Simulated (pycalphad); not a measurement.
**Phase fractions of Hf-13.52C (at.%)**

Source of the numbers: pycalphad with the COST 507 light-alloy database (1999); pressure 1 atm. These are 1990s assessments: newer ones move some temperatures and phases. Phase fractions are per mole of atoms. Diffusion is slow at the low end, where real alloys seldom reach equilibrium.

```json
[
 {"T (K)": "3300", "liquid": "0.945", "fcc": "0.055", "hcp": "-"},
 {"T (K)": "3200", "liquid": "0.897", "fcc": "0.103", "hcp": "-"},
 {"T (K)": "3100", "liquid": "0.856", "fcc": "0.144", "hcp": "-"},
 {"T (K)": "3000", "liquid": "0.821", "fcc": "0.179", "hcp": "-"},
 {"T (K)": "2900", "liquid": "0.790", "fcc": "0.210", "hcp": "-"},
 {"T (K)": "2800", "liquid": "0.763", "fcc": "0.237", "hcp": "-"},
 {"T (K)": "2700", "liquid": "?", "fcc": "?", "hcp": "-"},
 {"T (K)": "2600", "liquid": "-", "fcc": "0.016", "hcp": "0.984"},
 {"T (K)": "2500", "liquid": "-", "fcc": "0.090", "hcp": "0.910"},
 {"T (K)": "2400", "liquid": "-", "fcc": "0.136", "hcp": "0.864"},
 {"T (K)": "2300", "liquid": "-", "fcc": "0.165", "hcp": "0.835"},
 {"T (K)": "2200", "liquid": "-", "fcc": "?", "hcp": "?"},
 {"T (K)": "2100", "liquid": "-", "fcc": "0.206", "hcp": "0.794"},
 {"T (K)": "2000", "liquid": "-", "fcc": "0.220", "hcp": "0.780"},
 {"T (K)": "1900", "liquid": "-", "fcc": "0.233", "hcp": "0.767"},
 {"T (K)": "1800", "liquid": "-", "fcc": "0.245", "hcp": "0.755"},
 {"T (K)": "1700", "liquid": "-", "fcc": "0.255", "hcp": "0.745"},
 {"T (K)": "1600", "liquid": "-", "fcc": "0.264", "hcp": "0.736"},
 {"T (K)": "1500", "liquid": "-", "fcc": "0.272", "hcp": "0.728"},
 {"T (K)": "1400", "liquid": "-", "fcc": "0.280", "hcp": "0.720"},
 {"T (K)": "1300", "liquid": "-", "fcc": "0.288", "hcp": "0.712"},
 {"T (K)": "1200", "liquid": "-", "fcc": "0.295", "hcp": "0.705"},
 {"T (K)": "1100", "liquid": "-", "fcc": "0.301", "hcp": "0.699"},
 {"T (K)": "1000", "liquid": "-", "fcc": "0.307", "hcp": "0.693"},
 {"T (K)": "900", "liquid": "-", "fcc": "0.313", "hcp": "0.687"},
 {"T (K)": "800", "liquid": "-", "fcc": "0.319", "hcp": "0.681"},
 {"T (K)": "700", "liquid": "-", "fcc": "0.325", "hcp": "0.675"},
 {"T (K)": "600", "liquid": "-", "fcc": "0.330", "hcp": "0.670"},
 {"T (K)": "500", "liquid": "-", "fcc": "0.335", "hcp": "0.665"}
]
```

Task: Fill in the missing entries.

Result: 
- 2700, liquid: 0.738
- 2700, fcc: 0.262
- 2200, fcc: 0.188
- 2200, hcp: 0.812

The fcc model also describes the rock-salt carbide or nitride (TiC, TiN, HfC).
